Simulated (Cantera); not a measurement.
Charge: 1 mol TEOS, 8.1 mol H2O, at 777 °C and 1.00 bar.

Cantera equilibrium calculation (NASA polynomials, part measured and part estimated; ideal gas, pure solids and liquids). Candidate condensed phases: C, C6H6, C7H8, C8H18, H2O, Si, SiC, SiO2; 123 gas species. The feed counts by its element totals alone. The numbers say what is thermodynamically allowed, not how fast it happens.

Base state: H2 0.625, CO 0.271, H2O 0.0618, CO2 0.0315, CH4 0.0111 (mole fractions); condensed: SiO2(β-quartz).

Problem. What changes in the equilibrium state with this change: temperature from 777 °C to 1027 °C?

Solution. 
```json
[
 {"species": "H2", "before": "0.625", "after": "0.630"},
 {"species": "CO", "before": "0.271", "after": "0.290"},
 {"species": "H2O", "before": "0.0618", "after": "0.0639"},
 {"species": "CO2", "before": "0.0315", "after": "0.0167"},
 {"species": "CH4", "before": "0.0111", "after": "8.12e-5"},
 {"species": "SiO2(β-quartz), mol", "before": "1.00", "after": "1.00"}
]
```
The tables hold silica as quartz up to 1696 K and as liquid above; real silica turns to tridymite and cristobalite and melts near 1996 K. Gases not in the tables: Si(OH)4.

Problem. What changes in the equilibrium state with this change: temperature from 777 °C to 527 °C?

Solution. 
| species | before | after |
|---|---|---|
| H2 | 0.625 | 0.366 |
| H2O | 0.0618 | 0.299 |
| CH4 | 0.0111 | 0.181 |
| CO | 0.271 | 0.0348 |
| CO2 | 0.0315 | 0.120 |
| SiO2(β-quartz), mol | 1.00 | 0 |
| C(graphite), mol | 0 | 2.09 |
| SiO2(α-quartz), mol | 0 | 1.00 |
